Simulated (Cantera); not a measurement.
A closed system holds: 1 mol H2O, 0.69 mol O2, at 1473 K and 1.33 mbar.

Method: chemical equilibrium by Gibbs-energy minimisation in Cantera with the NASA 1993 tables (ideal gas, pure condensed phases). Candidate condensed phases: H2O; 9 gas species. The numbers say what is thermodynamically allowed, not how fast it happens.

Base state: H2O 0.591, O2 0.408, OH 0.000925, O 4.88e-5, H2 3.32e-5 (mole fractions); condensed: gas only.

Question: What changes in the equilibrium state with this change: H2O replaced by CS2?

Answer: 
```tsv
species	before	after
S2	0	0.475
CO	0	0.362
CO2	0	0.129
H2O	0.591	0
O2	0.408	1.01e-9
SO2	0	0.0259
SO	0	0.00503
COS	0	0.00125
```
Further candidate phases: C, S.
